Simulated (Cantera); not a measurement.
An adiabatic, constant-pressure homogeneous reactor starts with C3H8 : O2 : N2 = 1 : 4.17 : 15.7 (molar parts), at 1223 K and 9.87 atm.

Cantera simulation using GRI-Mech 3.0 (53 species, 325 reactions); the numbers are that mechanism's predictions, not measurements. GRI-Mech 3.0 was tuned for natural gas; its chemistry of propane as a main component is partial and can be far from experiment.

x: mole fraction; the columns are a selection and need not sum to one.

```json
[
 {"t (s)": "2.00e-6", "T (K)": "1223", "x C3H8": "0.0479", "x O2": "0.200", "x CO2": "1.04e-12", "x H2O2": "…", "x CH4": "5.87e-8"},
 {"t (s)": "5.46e-6", "T (K)": "1223", "x C3H8": "0.0479", "x O2": "0.200", "x CO2": "2.36e-11", "x H2O2": "…", "x CH4": "4.61e-7"},
 {"t (s)": "1.49e-5", "T (K)": "1223", "x C3H8": "0.0479", "x O2": "0.200", "x CO2": "7.57e-10", "x H2O2": "…", "x CH4": "3.78e-6"},
 {"t (s)": "4.07e-5", "T (K)": "1223", "x C3H8": "0.0478", "x O2": "0.200", "x CO2": "1.90e-8", "x H2O2": "…", "x CH4": "2.97e-5"},
 {"t (s)": "0.000111", "T (K)": "1223", "x C3H8": "0.0474", "x O2": "0.200", "x CO2": "1.21e-7", "x H2O2": "…", "x CH4": "0.000135"},
 {"t (s)": "0.000304", "T (K)": "1224", "x C3H8": "0.0463", "x O2": "0.199", "x CO2": "5.23e-7", "x H2O2": "…", "x CH4": "0.000464"},
 {"t (s)": "0.000829", "T (K)": "1231", "x C3H8": "0.0409", "x O2": "0.195", "x CO2": "7.17e-6", "x H2O2": "…", "x CH4": "0.00190"},
 {"t (s)": "0.00226", "T (K)": "2811", "x C3H8": "<1e-12", "x O2": "0.00272", "x CO2": "0.0664", "x H2O2": "3.12e-7", "x CH4": "<1e-12"},
 {"t (s)": "0.00618", "T (K)": "2810", "x C3H8": "<1e-12", "x O2": "0.00272", "x CO2": "0.0664", "x H2O2": "3.11e-7", "x CH4": "<1e-12"},
 {"t (s)": "0.0169", "T (K)": "2810", "x C3H8": "<1e-12", "x O2": "0.00272", "x CO2": "0.0664", "x H2O2": "3.11e-7", "x CH4": "<1e-12"},
 {"t (s)": "0.0461", "T (K)": "2810", "x C3H8": "<1e-12", "x O2": "0.00272", "x CO2": "0.0664", "x H2O2": "3.11e-7", "x CH4": "<1e-12"},
 {"t (s)": "0.126", "T (K)": "2810", "x C3H8": "<1e-12", "x O2": "0.00272", "x CO2": "0.0664", "x H2O2": "3.11e-7", "x CH4": "<1e-12"},
 {"t (s)": "0.344", "T (K)": "2810", "x C3H8": "<1e-12", "x O2": "0.00272", "x CO2": "0.0664", "x H2O2": "3.11e-7", "x CH4": "<1e-12"},
 {"t (s)": "0.939", "T (K)": "2810", "x C3H8": "<1e-12", "x O2": "0.00272", "x CO2": "0.0664", "x H2O2": "3.11e-7", "x CH4": "<1e-12"},
 {"t (s)": "2.56", "T (K)": "2810", "x C3H8": "<1e-12", "x O2": "0.00272", "x CO2": "0.0664", "x H2O2": "3.11e-7", "x CH4": "<1e-12"},
 {"t (s)": "7.00", "T (K)": "2810", "x C3H8": "<1e-12", "x O2": "0.00272", "x CO2": "0.0664", "x H2O2": "3.11e-7", "x CH4": "<1e-12"}
]
```

Question: Some entries are withheld; supply them.

Answer: 
- 2.00e-6, x H2O2: 2.38e-8
- 5.46e-6, x H2O2: 1.95e-7
- 1.49e-5, x H2O2: 1.22e-6
- 4.07e-5, x H2O2: 3.87e-6
- 0.000111, x H2O2: 4.95e-6
- 0.000304, x H2O2: 7.10e-6
- 0.000829, x H2O2: 2.41e-5
